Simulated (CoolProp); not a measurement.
Vapour-liquid equilibrium of propylene (1) + R152A (2) at 0.00728 MPa; x and y are mole fractions of (1).

Model: multi-fluid Helmholtz-energy mixture model, Lemmon 2013 and Outcalt 1996; pair parameters Bell 2016, in CoolProp.

| x | bubble temperature, mixture model (°C) | bubble temperature, Raoult's law (°C) | y, mixture model | y, Raoult's law |
|---|---|---|---|---|
| 0.05 | -78.3 | -72.8 | 0.459 | 0.187 |
| 0.125 | -84.5 | -75.7 | 0.696 | 0.394 |
| 0.2 | -87.7 | -78.1 | 0.783 | 0.542 |
| 0.275 | -89.5 | -80.2 | 0.823 | 0.649 |
| 0.35 | -90.5 | -82.1 | 0.844 | 0.730 |
| 0.425 | -91.0 | -83.8 | 0.856 | 0.792 |
| 0.5 | -91.3 | -85.3 | 0.863 | 0.841 |
| 0.575 | -91.5 | -86.7 | 0.869 | 0.880 |
| 0.65 | -91.7 | -87.9 | 0.875 | 0.911 |
| 0.725 | -91.9 | -89.0 | 0.883 | 0.937 |
| 0.8 | -92.1 | -90.1 | 0.896 | 0.958 |
| 0.875 | -92.3 | -91.0 | 0.918 | 0.976 |
| 0.95 | -92.5 | -91.9 | 0.957 | 0.991 |

The largest gap from Raoult's law is -9.6 K in bubble temperature, at x = 0.2. No azeotrope shows between x = 0.05 and 0.95.

The pair parameters rest on a limited set of measurements; away from them the model extrapolates. With so large a gap from Raoult's law the liquid may split in two, which this calculation doesn't test in full.
